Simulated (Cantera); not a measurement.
Feed: 1 mol MgCO3, 1.6 mol H2S, 0.38 mol H2O, equilibrated at 1075 °C and 0.620 bar.

Cantera equilibrium calculation (NASA polynomials, part measured and part estimated; ideal gas, pure solids and liquids). Candidate condensed phases: C, C6H6, C7H8, C8H18, H2O, H2SO4, Mg, MgCO3, MgO, Mg(OH)2, MgS, MgSO4, S; 130 gas species. Rates play no part.

Base state: H2O 0.249, H2S 0.232, CO2 0.157, CO 0.130, S2 0.115, H2 0.105, COS 0.00927, SO2 0.00147 (mole fractions); condensed: MgO(s).

Task: What changes in the equilibrium state with this change: pressure from 0.620 bar to 32.0 mbar?

Result: 
```
species        before     after
-----------  --------  --------
H2O             0.249     0.262
H2              0.105     0.181
S2              0.115     0.165
H2S             0.232     0.109
CO2             0.157     0.117
CO              0.130     0.159
CS2          0.000130   1.93e-5
S             2.46e-6   1.30e-5
SO            7.21e-5  0.000232
COS           0.00927   0.00308
SO2           0.00147   0.00289
MgO(s), mol      1.00      1.00
```
